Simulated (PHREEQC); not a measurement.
Dissolve 15 mmol/kgw ZnSO4 and 2.6 mmol/kgw H2SO4 at 25 °C. Closed to the air; pH follows from the charge balance.

All values are PHREEQC results (ion-association model, phreeqc.dat), not measurements.

This is a speciation only: nothing precipitates in the calculation.

Task: Order these Zn species by the share of Zn that they hold, largest first: Zn+2, Zn(SO4)2-2, ZnSO4.

Result: Zn+2 (63 %), ZnSO4 (34 %), Zn(SO4)2-2 (2.8 %)

Task: Order these S species by the share of S that they hold, largest first: Zn(SO4)2-2, SO4-2, ZnSO4, HSO4-.

Result: SO4-2 (56 %), ZnSO4 (29 %), HSO4- (9.6 %), Zn(SO4)2-2 (4.8 %)

The pH is 2.52 and the ionic strength 0.0422 mol/kgw.
